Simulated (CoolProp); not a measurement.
Vapour-liquid equilibrium of R143a (1) + fluoroethane (R161) (2) at 338 kPa; x and y are mole fractions of (1).

Values from CoolProp's multi-fluid Helmholtz-energy mixture model, Lemmon and Jacobsen 2000 and Wu 2012; pair parameters Bell 2016.

```tsv
x	bubble temperature, mixture model (°C)	bubble temperature, Raoult's law (°C)	y, mixture model	y, Raoult's law
0.05	-8.3	-8.2	0.072	0.071
0.2	-10.3	-10.0	0.265	0.266
0.35	-12.0	-11.7	0.433	0.439
0.5	-13.6	-13.3	0.582	0.593
0.65	-15.1	-14.8	0.719	0.731
0.8	-16.4	-16.3	0.845	0.854
0.95	-17.7	-17.6	0.963	0.965
```

The largest gap from Raoult's law is -0.3 K in bubble temperature, at x = 0.35. No azeotrope shows between x = 0.05 and 0.95.

The pair parameters rest on a limited set of measurements; away from them the model extrapolates.
